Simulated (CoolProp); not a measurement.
A simple Rankine cycle with water: condensing at 331.15 K, boiler at 3.91 MPa, turbine inlet 537.1 K, turbine efficiency 0.6, pump efficiency 0.6, no recuperator. Each further row changes one setting.

The numbers come from the reference Helmholtz-energy equation of state, Wagner 2002 in CoolProp.

```json
[
 {"case": "as stated", "thermal efficiency (%)": "18.9", "net work (kJ/kg)": "493", "heat in (kJ/kg)": "2610", "turbine exit temperature (K)": "331.1", "volume ratio over the turbine": "139"},
 {"case": "turbine inlet 557.1 K", "thermal efficiency (%)": "19.0", "net work (kJ/kg)": "508", "heat in (kJ/kg)": "2670", "turbine exit temperature (K)": "331.1", "volume ratio over the turbine": "133"},
 {"case": "condensing temperature 323.15 K", "thermal efficiency (%)": "19.7", "net work (kJ/kg)": "519", "heat in (kJ/kg)": "2640", "turbine exit temperature (K)": "323.2", "volume ratio over the turbine": "198"},
 {"case": "boiler pressure 2.74 MPa", "thermal efficiency (%)": "18.0", "net work (kJ/kg)": "479", "heat in (kJ/kg)": "2660", "turbine exit temperature (K)": "331.1", "volume ratio over the turbine": "94.6"},
 {"case": "turbine efficiency 0.5", "thermal efficiency (%)": "15.7", "net work (kJ/kg)": "410", "heat in (kJ/kg)": "2610", "turbine exit temperature (K)": "331.1", "volume ratio over the turbine": "144"}
]
```

The expansion ends wet for: as stated; turbine inlet 557.1 K; condensing temperature 323.15 K; boiler pressure 2.74 MPa; turbine efficiency 0.5.
